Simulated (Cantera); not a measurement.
A freely propagating, adiabatic, planar premixed flame of 37.2 % CO, 2.12 % H₂, 14.1 % O₂, 46.6 % N₂, unburnt at 700 K and 1.00 atm; unity-Lewis-number transport, grid criteria slope 0.08 and curve 0.16, no radiation.

Detailed kinetics in Cantera: GRI-Mech 3.0 (53 species, 325 reactions). Unity Lewis numbers drop preferential diffusion, which matters most where H2 and H carry the flame. Burning velocities carry a grid error of a few per cent, more on coarse grids.

x: mole fraction of selected species; z is measured from the peak of heat release.

| z (mm) | T (K) | u (m/s) | x CO | x H₂ | x O₂ | x O | x H | x HO₂ |
|---|---|---|---|---|---|---|---|---|
| -2.07 | 700 | 1.76 | 0.372 | 0.0212 | 0.141 | <1e-8 | <1e-8 | <1e-8 |
| -1.38 | 700 | 1.76 | 0.372 | 0.0212 | 0.141 | <1e-8 | <1e-8 | <1e-8 |
| -1.03 | 700 | 1.76 | 0.372 | 0.0212 | 0.141 | <1e-8 | <1e-8 | [?] |
| -0.689 | 700 | 1.76 | 0.372 | 0.0212 | 0.141 | <1e-8 | <1e-8 | [?] |
| -0.345 | 714 | 1.79 | 0.371 | 0.0210 | 0.140 | 4.15e-6 | 6.96e-7 | [?] |
| -0.172 | 859 | 2.13 | 0.360 | 0.0180 | 0.132 | 0.000407 | 0.000445 | [?] |
| 0 | 1298 | 3.14 | 0.305 | 0.00495 | 0.0932 | 0.0112 | 0.00993 | [?] |
| 0.172 | 1612 | 3.83 | 0.248 | 0.00199 | 0.0567 | 0.0257 | 0.0175 | [?] |
| 0.345 | 1786 | 4.19 | 0.225 | 0.00236 | 0.0438 | 0.0265 | 0.0184 | [?] |
| 0.689 | 1974 | 4.56 | 0.212 | 0.00261 | 0.0379 | 0.0209 | 0.0137 | [?] |
| 1.38 | 2159 | 4.92 | 0.200 | 0.00250 | 0.0332 | 0.0143 | 0.00846 | [?] |
| 2.76 | 2331 | 5.24 | 0.187 | 0.00226 | 0.0270 | 0.00914 | 0.00507 | [?] |
| 5.51 | 2476 | 5.50 | 0.173 | 0.00200 | 0.0204 | 0.00558 | 0.00309 | [?] |

Question: Complete the blanks.

Answer: 
- -1.03, x HO₂: 3.56e-8
- -0.689, x HO₂: 6.84e-7
- -0.345, x HO₂: 3.21e-5
- -0.172, x HO₂: 0.000113
- 0, x HO₂: 3.46e-5
- 0.172, x HO₂: 1.27e-5
- 0.345, x HO₂: 7.77e-6
- 0.689, x HO₂: 4.98e-6
- 1.38, x HO₂: 3.00e-6
- 2.76, x HO₂: 1.73e-6
- 5.51, x HO₂: 1.20e-6
